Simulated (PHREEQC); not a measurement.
Dissolve 0.0013 mol Cu(NO3)2 and 0.00011 mol FeCl3 per kg of water at 52 °C. Closed to the air; pH follows from the charge balance.

All values are PHREEQC results (ion-association model, phreeqc.dat), not measurements.

This is a speciation only: nothing precipitates in the calculation.

Problem. Order these Fe species by the share of Fe that they hold, largest first: Fe(OH)2+, Fe+3, FeOH+2, Fe(OH)3.

Solution. Fe(OH)2+ (78 %), FeOH+2 (21 %), Fe+3 (0.19 %), Fe(OH)3 (0.15 %)

The pH is 3.74 and the ionic strength 0.00425 mol/kgw. Examples of supersaturated solids here: Hematite (slow to form), Goethite (slow to form). Others may be too. Complexes and solids missing from the database can't appear. At this temperature some constants are extrapolated from 25 °C, and those without enthalpy data are left unchanged.
